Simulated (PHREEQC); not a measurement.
Solution (80 °C): 0.13 mol H2SO4, 6.6e-06 mol Al2(SO4)3 and 0.023 mol MnSO4 per kg of water. Closed to the air; pH follows from the charge balance.

Computed with PHREEQC (ion-association model, phreeqc.dat).

Precipitation was switched off in this run.

Question: Order these S species by the share of S that they hold, largest first: SO4-2, MnSO4, HSO4-.

Answer: HSO4- (90 %), SO4-2 (6.4 %), MnSO4 (3.7 %)

The pH is 1.02 and the ionic strength 0.184 mol/kgw. Away from 25 °C the constants follow the database's enthalpies or fits; those with neither stay at their 25 °C values.
